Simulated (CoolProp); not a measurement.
R1234yf at several states: fugacity coefficient from the reference equation and from simpler models built on Tc = 94.7 °C, pc = 3.384 MPa, ω = 0.276; each cubic takes its own stable root.

Model: reference Helmholtz-energy equation of state, Lemmon 2022, in CoolProp.

```
T (°C)  p (MPa)   phase  reference
------  -------  ------  ---------
44.05      3.01  liquid     0.3270
58.25     0.319     gas     0.9528
73.75    0.0225     gas     0.9971
```

Q: How far does each simpler model (van der Waals, Soave-Redlich-Kwong, Peng-Robinson) lie from the reference over these 3 states: mean and median of the absolute difference, and the worst?

A: 
- van der Waals: mean 18.7 %, median 1.2 %, worst +54.8 % at 44.05 °C and 3.01 MPa
- Soave-Redlich-Kwong: mean 1.4 %, median 0.2 %, worst +4.0 % at 44.05 °C and 3.01 MPa
- Peng-Robinson: mean 0.2 %, median 0.2 %, worst +0.5 % at 44.05 °C and 3.01 MPa
